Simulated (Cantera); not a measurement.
A diamond (100) surface in a fixed gas of H2 with x(CH4) = 0.0032, x(H) = 0.00056, x(CH3) = 0.001, at 1200 K; coverages are run to steady state.

Computed with Cantera and the Harris–Goodwin 1993 mechanism for the reconstructed diamond (100) surface.

θ: site fractions in the mechanism's names (c6HH fully hydrogenated, c6H* and c6*H radical sites, c6** diradical, c6HM methylated).

```tsv
P (Pa)	growth (µm/h)	θ c6HH	θ c6H*	θ c6*H	θ c6**	θ c6HM
530	0.184	0.480	0.0358	0.458	0.0149	0.00150
850	(withheld)	0.479	0.0357	0.457	0.0147	(withheld)
1400	0.595	0.478	0.0356	0.456	0.0145	0.00399
2200	1.05	0.476	0.0355	0.454	0.0144	0.00623
3600	2.03	0.473	0.0352	0.451	0.0142	0.0100
5900	4.09	0.469	0.0348	0.446	0.0141	0.0160
9600	(withheld)	0.462	0.0343	0.439	0.0138	(withheld)
16000	18.8	0.452	0.0335	0.428	0.0135	0.0386
```

Question: What belongs in the gaps?

Answer: 
- 850, growth (µm/h): 0.324
- 850, θ c6HM: 0.00242
- 9600, growth (µm/h): 8.48
- 9600, θ c6HM: 0.0249
